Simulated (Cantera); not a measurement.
**Al + H2O + H2 (aluminium nitride and oxide growth)**

Input: 1 mol Al, 5 mol H2O, 50 mol H2, held at 923 K and 0.380 bar.

Method: chemical equilibrium by Gibbs-energy minimisation in Cantera with the NASA 1993 tables (ideal gas, pure condensed phases). Candidate condensed phases: Al, Al2O3, H2O; 19 gas species. Equilibrium is a limit: real reactors are often held back by kinetics, nucleation or transport.

```json
{
 "x(H2)": "0.936",
 "x(H2O)": "0.0636",
 "n(Al2O3(s))": "0.500 mol",
 "gas_amount": "55.00 mol",
 "log10 activity of Al(s) (absent)": "-20.78"
}
```
